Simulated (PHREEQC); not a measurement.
# Cooling-tower water (model solution)

A made-up water analysis in mg/kgw, 25 °C, pH 6.77, pe 10.3: Na 192; K 61.8; Ca 215; Mg 22.7; Cl 328; S(6) as SO4 465; Alkalinity as HCO3 262; Sr 1.45; Pb 6.56.

Valence states are taken as typed.

All values are PHREEQC results (ion-association model, phreeqc.dat), not measurements.

```yaml
ionic_strength: 0.0294 mol/kgw
specific_conductance: 2230 µS/cm
charge_balance_error: -1.5 %
```

| species | molality | activity | log γ |
|---|---|---|---|
| Cl- | 0.00925 | 0.00783 | -0.072 |
| Na+ | 0.00826 | 0.00705 | -0.069 |
| Ca+2 | 0.00441 | 0.00238 | -0.268 |
| HCO3- | 0.00407 | 0.00349 | -0.067 |
| SO4-2 | 0.00372 | 0.00198 | -0.274 |
| K+ | 0.00156 | 0.00132 | -0.073 |
| CO2 | 0.00133 | 0.00133 | 0.003 |
| CaSO4 | 0.000830 | 0.000836 | 0.003 |
| Mg+2 | 0.000730 | 0.000400 | -0.261 |
| MgSO4 | 0.000184 | 0.000185 | 0.003 |
| CaHCO3+ | 0.000123 | 0.000106 | -0.065 |
| NaSO4- | 8.15e-5 | 6.99e-5 | -0.067 |
| PbCO3 | 2.24e-5 | 2.26e-5 | 0.003 |
| KSO4- | 2.14e-5 | 1.83e-5 | -0.067 |
| MgHCO3+ | 1.93e-5 | 1.63e-5 | -0.071 |

This is a speciation only: nothing precipitates in the calculation. Saturation is exceeded, for instance for Cerussite; the values hold only as long as no solid forms. Species that the database lacks are ignored.
